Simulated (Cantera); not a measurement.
Low-pressure radical oxidation in H2/O2

An isothermal, constant-pressure homogeneous reactor starts with H₂ : O₂ : N₂ = 0.14 : 1 : 0.59 (molar parts), equivalence ratio 0.070, at 1075 K and 0.00760 bar.

Computed with Cantera and GRI-Mech 3.0 (53 species, 325 reactions). Radical loss at walls, strong at low pressure, is not modelled. The temperature is held fixed by assumption; the heat of reaction is taken as removed at once.

| t (s) | x H₂ | x O₂ | x OH | x H₂O | x NO | x H | x HO₂ |
|---|---|---|---|---|---|---|---|
| 1.00e-5 | 0.0809 | 0.578 | <1e-12 | <1e-12 | <1e-12 | 1.71e-11 | 1.74e-11 |
| 5.37e-5 | 0.0809 | 0.578 | 8.39e-12 | 1.79e-12 | <1e-12 | 8.59e-11 | 9.36e-11 |
| 0.000289 | 0.0809 | 0.578 | 1.40e-10 | 1.74e-10 | <1e-12 | 4.57e-10 | 5.04e-10 |
| 0.00155 | 0.0809 | 0.578 | 7.89e-9 | 3.14e-8 | <1e-12 | 1.83e-8 | 2.81e-9 |
| 0.00833 | 0.0160 | 0.541 | 0.00463 | 0.0492 | 1.04e-8 | 0.0270 | 2.79e-6 |
| 0.0447 | 0.00162 | 0.543 | 0.00231 | 0.0741 | 4.08e-7 | 0.0116 | 2.82e-6 |
| 0.240 | 0.000185 | 0.558 | 0.000770 | 0.0834 | 5.64e-7 | 0.000404 | 1.70e-6 |
| 1.29 | 6.07e-6 | 0.560 | 0.000141 | 0.0843 | 5.65e-7 | 2.47e-6 | 2.27e-7 |
| 6.93 | 3.75e-7 | 0.560 | 3.58e-5 | 0.0843 | 5.65e-7 | 4.02e-8 | 2.10e-8 |
| 37.2 | 4.22e-8 | 0.560 | 1.21e-5 | 0.0843 | 5.66e-7 | 1.57e-9 | 2.91e-9 |
| 200 | 6.38e-9 | 0.560 | 4.75e-6 | 0.0843 | 5.66e-7 | 9.40e-11 | 1.02e-9 |
x: mole fraction; the columns are a selection and need not sum to one.

Equilibrium at this temperature and pressure: H₂ 9.12e-10, O₂ 0.560, OH 1.79e-6, H₂O 0.0843, NO 7.43e-5, H 5.12e-12, HO₂ 1.61e-9 (gas phase only).
